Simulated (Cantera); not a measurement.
Feed: 1 mol PbO, 1.8 mol CH4, 0.34 mol CO, held at 1725 °C and 15000 Pa.

Equilibrium computed with Cantera from the NASA thermochemical tables; the gas is ideal and each condensed phase is pure. Candidate condensed phases: C, C6H6, C7H8, C8H18, H2O, Pb, PbO, PbO2, Pb3O4; 113 gas species. Kinetics and transport are ignored.

Base state: H2 0.603, CO 0.225, Pb 0.168, H 0.00322, C2H2 (acetylene) 0.000458, CH4 2.33e-5, Pb2 2.07e-5 (mole fractions); condensed: C(graphite).

**Question.** What changes in the equilibrium state with this change: pressure from 15000 Pa to 1900 Pa?

**Answer.** 
```csv
species,before,after
H2,0.603,0.598
CO,0.225,0.225
Pb,0.168,0.168
H,0.00322,0.00901
CH4,2.33e-5,2.90e-6
Pb2,2.07e-5,2.61e-6
C2H2 (acetylene),0.000458,0.000454
"C(graphite), mol",0.794,0.795
```
